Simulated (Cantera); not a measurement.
## Ignition delay

Mixture: CO : H2 : O2 : N2 = 1 : 0.38 : 1.13 : 4.25 (molar parts), at 3.10 bar, adiabatic and at constant pressure. Ignition delay is the time to a rise of 400 K.

Detailed kinetics in Cantera: GRI-Mech 3.0 (53 species, 325 reactions). The hydrogen kinetics of GRI-Mech 3.0 are dated; newer H2 mechanisms differ, most at raised pressure.

```json
[
 {"T0 (K)": "998", "delay (ms)": "3.41"},
 {"T0 (K)": "1048", "delay (ms)": "0.454"},
 {"T0 (K)": "1098", "delay (ms)": "0.105"},
 {"T0 (K)": "1148", "delay (ms)": "0.0508"},
 {"T0 (K)": "1198", "delay (ms)": "0.0330"},
 {"T0 (K)": "1248", "delay (ms)": "0.0244"}
]
```

```
Quantity                                               Result
--------------------------------------------------  ---------
apparent activation energy between 1148 and 1248 K  87 kJ/mol
```
